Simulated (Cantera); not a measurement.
Cantera run:

```python
import numpy as np
import cantera as ct

gas_names = [...]  # 113 gases of nasa_gas.yaml made of C, H, O, Ta
cond_names = """
    C(gr) C6H6(L) C7H8(L) C8H18(L),n-octa H2O(s) H2O(L) Ta(cr) Ta(L) TaC(s) TaC(L) Ta2O5(s) Ta2O5(L)
""".split()


# ... load() reads the species with a 1 bar reference pressure and builds the phases ...
atoms = {
    'Ta2O5': {'Ta': 2, 'O': 5},
    'C': {'C': 1},
    'H2': {'H': 2},
    'CH4': {'C': 1, 'H': 4},
}
top_T = {'C(gr)': 4500}  # K; cautious upper limits of use, not melting points


# ... equilibrate(T, P, feed) seeds the gas with the atoms and calls Mixture.equilibrate('TP', solver="vcs", rtol=1e-11, max_steps=5000) ...
results = []
feed = {'Ta2O5': 1, 'C': 3.3, 'H2': 0.16, 'CH4': 0.37}  # mol
T = 2273.15  # K
P = 13332.2  # Pa
mix = equilibrate(T, P, feed)
results.append((T, P, feed, dict(zip(mix.species_names, mix.species_moles))))
print(gas.report(threshold=1e-05))
for i in range(1, mix.n_phases):
    print(f"{mix.phase(i).name:16s} {mix.phase_moles(i):12.5e} mol")
```

Result:

```
       temperature   2273.2 K
          pressure   13332 Pa
           density   0.015062 kg/m^3
  mean mol. weight   21.352 kg/kmol
   phase of matter   gas

                          1 kg             1 kmol
                     ---------------   ---------------
          enthalpy       -6.7622e+05       -1.4439e+07  J
   internal energy       -1.5614e+06       -3.3339e+07  J
           entropy             12498        2.6687e+05  J/K
    Gibbs function       -2.9087e+07       -6.2107e+08  J
 heat capacity c_p            1692.9             36148  J/K
 heat capacity c_v            1303.5             27834  J/K

                      mass frac. Y      mole frac. X     chem. pot. / RT
                     ---------------   ---------------   ---------------
                CO           0.96944           0.73902           -36.312
               CO2         0.0014394        0.00069835           -62.516
                 H        0.00054032          0.011446           -11.654
                H2          0.023331           0.24712           -23.309
               H2O         0.0010875         0.0012889           -49.512
               TaO        0.00061602        6.6788e-05           -35.335
              TaO2         0.0035365        0.00035462           -61.538
     [ +106 minor]        7.9409e-06        9.8125e-06

C(gr)             0.00000e+00 mol
Ta(cr)            0.00000e+00 mol
TaC(s)            1.05031e+00 mol
Ta2O5(L)          4.74098e-01 mol
```

Cantera equilibrium calculation (NASA polynomials, part measured and part estimated; ideal gas, pure solids and liquids). Mutual solubility and eutectic melting of coexisting phases are not modelled. TaC: taken at fixed stoichiometry. Condensed phases not in the tables: Ta2C.
